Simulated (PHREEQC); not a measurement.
Dissolve 0.0057 mol FeSO4, 0.0012 mol HCl and 0.13 mol NaCl per kg of water at 20 °C. Closed to the air; pH follows from the charge balance.

Model: ion-association model, phreeqc.dat, run in PHREEQC.

Question: The ionic strength comes out as 0.150 mol/kgw. What activity coefficients do NaSO4-, Na+, H+, Cl-, Fe+2 get?

Answer: NaSO4- 0.77, Na+ 0.76, H+ 0.81, Cl- 0.74, Fe+2 0.36.

No solid was allowed to form.
